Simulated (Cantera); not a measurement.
A freely propagating, adiabatic, planar premixed flame of 29.8 % H2, 16.3 % O2, 53.9 % N2, equivalence ratio 0.91, unburnt at 300 K and 2.60 bar; mixture-averaged transport, grid criteria slope 0.08 and curve 0.16, no radiation.

Cantera simulation using the H2/O2 subset of GRI-Mech 3.0, which has no nitrogen chemistry; the numbers are that mechanism's predictions, not measurements. The hydrogen kinetics of GRI-Mech 3.0 are dated; newer H2 mechanisms differ, most at raised pressure. Burning velocities carry a grid error of a few per cent, more on coarse grids.

x: mole fraction of selected species; z is measured from the peak of heat release.

```json
[
 {"z (mm)": "-0.302", "T (K)": "300", "u (m/s)": "2.30", "x H2": "0.298", "x O2": "0.163", "x O": "<1e-8", "x HO2": "<1e-8", "x OH": "<1e-8", "x H2O": "<1e-8"},
 {"z (mm)": "-0.201", "T (K)": "300", "u (m/s)": "2.30", "x H2": "0.298", "x O2": "0.163", "x O": "<1e-8", "x HO2": "<1e-8", "x OH": "<1e-8", "x H2O": "2.11e-8"},
 {"z (mm)": "-0.151", "T (K)": "300", "u (m/s)": "2.30", "x H2": "0.297", "x O2": "0.164", "x O": "<1e-8", "x HO2": "?", "x OH": "<1e-8", "x H2O": "?"},
 {"z (mm)": "-0.101", "T (K)": "301", "u (m/s)": "2.30", "x H2": "0.295", "x O2": "0.164", "x O": "2.50e-8", "x HO2": "4.95e-7", "x OH": "1.38e-8", "x H2O": "1.07e-5"},
 {"z (mm)": "-0.0503", "T (K)": "347", "u (m/s)": "2.58", "x H2": "0.274", "x O2": "0.168", "x O": "2.03e-6", "x HO2": "0.000115", "x OH": "9.45e-6", "x H2O": "0.00182"},
 {"z (mm)": "-0.0251", "T (K)": "677", "u (m/s)": "4.81", "x H2": "0.221", "x O2": "0.163", "x O": "0.000165", "x HO2": "0.000833", "x OH": "0.00100", "x H2O": "0.0322"},
 {"z (mm)": "0", "T (K)": "1177", "u (m/s)": "8.11", "x H2": "0.146", "x O2": "0.130", "x O": "0.00237", "x HO2": "0.000329", "x OH": "0.00262", "x H2O": "0.113"},
 {"z (mm)": "0.0251", "T (K)": "1525", "u (m/s)": "10.4", "x H2": "0.0791", "x O2": "0.0816", "x O": "0.00676", "x HO2": "0.000160", "x OH": "0.00730", "x H2O": "0.199"},
 {"z (mm)": "0.0503", "T (K)": "1724", "u (m/s)": "11.7", "x H2": "0.0467", "x O2": "0.0525", "x O": "0.00893", "x HO2": "8.71e-5", "x OH": "0.0122", "x H2O": "0.247"},
 {"z (mm)": "0.101", "T (K)": "1922", "u (m/s)": "13.0", "x H2": "0.0316", "x O2": "0.0367", "x O": "0.00856", "x HO2": "4.58e-5", "x OH": "0.0163", "x H2O": "0.275"},
 {"z (mm)": "0.201", "T (K)": "2098", "u (m/s)": "14.0", "x H2": "0.0253", "x O2": "0.0308", "x O": "0.00601", "x HO2": "2.57e-5", "x OH": "0.0169", "x H2O": "0.291"},
 {"z (mm)": "0.402", "T (K)": "2238", "u (m/s)": "14.8", "x H2": "0.0185", "x O2": "0.0268", "x O": "0.00366", "x HO2": "1.41e-5", "x OH": "0.0154", "x H2O": "0.306"},
 {"z (mm)": "0.804", "T (K)": "2338", "u (m/s)": "15.4", "x H2": "?", "x O2": "?", "x O": "?", "x HO2": "?", "x OH": "?", "x H2O": "0.319"}
]
```

What belongs in the gaps?


- -0.151, x HO2: 1.75e-8
- -0.151, x H2O: 4.17e-7
- 0.804, x H2: 0.0120
- 0.804, x O2: 0.0238
- 0.804, x O: 0.00206
- 0.804, x HO2: 8.13e-6
- 0.804, x OH: 0.0128
